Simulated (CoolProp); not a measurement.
Vapour-liquid equilibrium of propylene (1) + benzene (2) at 320.1 K; x and y are mole fractions of (1).

Model: multi-fluid Helmholtz-energy mixture model, Lemmon 2013 and Thol 2012; pair parameters Bell 2016, in CoolProp.

### Question
Give the bubble pressure and the first vapour's composition at x = 0.2, 0.35, 0.95. Is there an azeotrope?

### Answer
x = 0.2: 0.5233 MPa, y = 0.940; x = 0.35: 0.8145 MPa, y = 0.963; x = 0.95: 1.800 MPa, y = 0.996. No azeotrope shows between x = 0.05 and 0.95.

The pair parameters rest on a limited set of measurements; away from them the model extrapolates. The gap from Raoult's law changes sign with composition, which may be real or a fault of the pair parameters; it wasn't checked against measurements.
